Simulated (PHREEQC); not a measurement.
Make-up at 25 °C: 57 mmol/kgw NaCl and 1.7 mmol/kgw MnSO4. Closed to the air; pH follows from the charge balance.

Model: ion-association model, wateq4f.dat, run in PHREEQC.

```yaml
pH: 6.79
ionic_strength: 0.0628 mol/kgw
```

```csv
species,molality,activity,log γ
Cl-,0.0568,0.0453,-0.098
Na+,0.0568,0.0460,-0.091
Mn+2,0.00147,0.000669,-0.342
SO4-2,0.00145,0.000626,-0.365
NaSO4-,0.000177,0.000144,-0.088
MnCl+,0.000152,0.000124,-0.091
MnSO4,7.34e-5,7.45e-5,0.006
MnCl2,2.41e-6,2.44e-6,0.006
H+,1.94e-7,1.64e-7,-0.073
MnOH+,1.29e-7,1.05e-7,-0.091
OH-,7.68e-8,6.11e-8,-0.099
MnCl3-,3.76e-8,3.05e-8,-0.091
HSO4-,1.23e-8,9.95e-9,-0.093
```

No solid was allowed to form.
